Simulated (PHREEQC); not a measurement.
Make-up at 25 °C: 0.0023 mol Al2(SO4)3 and 0.0002 mol NiCl2 per kg of water. Closed to the air; pH follows from the charge balance.

All values are PHREEQC results (ion-association model, wateq4f.dat), not measurements.

This is a speciation only: nothing precipitates in the calculation.

Task: Predict the pH, ionic strength.

Result: pH 4.11; ionic strength 0.0139 mol/kgw.

Task: In which forms is Ni present?

Result: Ni+2 80 %, NiSO4 20 % of the Ni.

Examples of supersaturated solids here: Basaluminite, Gibbsite (slow to form). Others may be too. Species that the database lacks are ignored.
